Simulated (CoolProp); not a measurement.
The fluid at 298.15 K and 0.119 MPa expands adiabatically to 0.0108 MPa with isentropic efficiency 0.85. The same conditions are run with several fluids, on thermodynamics alone (safety and materials aside).

The numbers come from the reference Helmholtz-energy equation of state of each fluid (isobutene: Lemmon 2005; fluoroethane (R161): Wu 2012; R407C: Lemmon 2003; CH2F2 (R32): Tillner-Roth 1997) in CoolProp. Blends and air are pseudo-pure fits.

**Question.** Rank isobutene, fluoroethane (R161), R407C, CH2F2 (R32) by work (kJ/kg), highest first.

**Answer.** fluoroethane (R161) (87.0), isobutene (78.5), CH2F2 (R32) (75.7), R407C (50.0)

```csv
fluid,final temperature (K),final density (kg/m³)
isobutene,241.9,0.303
fluoroethane (R161),218.5,0.287
R407C,230.5,0.488
CH2F2 (R32),196.5,0.346
```
